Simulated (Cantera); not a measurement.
Mixture: CO : H2 : CH4 : O2 : N2 : H2O = 1 : 0.21 : 1.3 : 2.29 : 8.61 : 1.9 (molar parts), at 1.68 atm, adiabatic and at constant volume. Ignition delay is the time to a rise of 400 K.

Detailed kinetics in Cantera: GRI-Mech 3.0 (53 species, 325 reactions).

### Question
Predict: delay at 1125 K; delay at 1200 K; delay at 1275 K; delay at 1350 K; delay at 1425 K; delay at 1500 K; delay at 1575 K; apparent activation energy between 1425 and 1575 K.

### Answer
```json
{
  "delay at 1125 K": "20.1 ms",
  "delay at 1200 K": "9.97 ms",
  "delay at 1275 K": "4.80 ms",
  "delay at 1350 K": "2.29 ms",
  "delay at 1425 K": "1.11 ms",
  "delay at 1500 K": "0.552 ms",
  "delay at 1575 K": "0.288 ms",
  "apparent activation energy between 1425 and 1575 K": "170 kJ/mol"
}
```
